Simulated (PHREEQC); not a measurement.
0.015 g of hydrous ferric oxide (600 m²/g; 0.2 weak and 0.005 strong sites per Fe, Dzombak-Morel constants, diffuse double layer) in 1 kg of water with 0.05 mol/kgw of an inert sodium salt and 3e-06 mol/kgw Ag2SO4, at 25 °C; the pH is set by adding NaOH or the inert anion's acid. O2 is buffered at 0.21 atm. The system is closed to CO2. No solid was allowed to form.

The numbers come from PHREEQC with the ion-association model, wateq4f.dat.

| pH | S sorbed (%) | Ag sorbed (%) | surface charge σ (C/m²) | surface potential ψ (mV) |
|---|---|---|---|---|
| 4 | 86.3 | 0.0 | 0.252 | 152 |
| 4.5 | 76.7 | 0.0 | 0.208 | 142 |
| 5 | 58.1 | 0.1 | 0.162 | 129 |
| 5.5 | 33.1 | 0.2 | 0.121 | 115 |
| 6 | 12.4 | 0.8 | 0.086 | 98 |
| 6.5 | 3.0 | 2.5 | 0.057 | 78 |
| 7 | 0.5 | 5.7 | 0.034 | 55 |
| 7.5 | 0.1 | 9.7 | 0.017 | 31 |
| 8 | 0.0 | 13.0 | 0.003 | 6 |
| 8.5 | 0.0 | 16.1 | -0.010 | -20 |
| 9 | 0.0 | 21.9 | -0.026 | -45 |
| 9.5 | 0.0 | 34.4 | -0.046 | -68 |
| 10 | 0.0 | 54.5 | -0.072 | -89 |

Species that the database lacks are ignored.
